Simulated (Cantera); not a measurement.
Feed: 1 mol Si2Cl6, 32 mol N2, 0.76 mol H2.

Method: chemical equilibrium by Gibbs-energy minimisation in Cantera with the NASA 1993 tables (ideal gas, pure condensed phases). Candidate condensed phases: NH4Cl, Si, Si3N4; 28 gas species. The feed counts by its element totals alone. N2 is the only nitrogen source here; it is nearly inert below about 1500 K, so the nitride shown seldom forms there in practice. The tables' values for SiCl3 are old estimates. Equilibrium is a limit: real reactors are often held back by kinetics, nucleation or transport.

Stable condensed phases, one row left out:

```
T in °C \ P in Pa
              5     17     59    210    710   2400   8400  29000 100000
   1625       A      A      A      A      A      A      A      A      A
   1525       A      A      A      A      A      A      A      A      A
   1425       A      A      A      A      A      A      A      B      B
   1225       A      A      A      A      A      B      B      B      B
   1125       A      A      A      B      B      B      B      B      B
   1025       A      A      B      B      B      B      B      B      B
    925       B      B      B      B      B      B      B      B      B
    825       B      B      B      B      B      B      B      B      B
    725       B      B      B      B      B      B      B      B      B
    625       B      B      B      B      B      B      B      B      B
```

A: gas only; B: Si3N4.

Q: Give the row for 1325 °C.

A: 5: gas only; 17: gas only; 59: gas only; 210: gas only; 710: gas only; 2400: gas only; 8400: Si3N4; 29000: Si3N4; 100000: Si3N4.
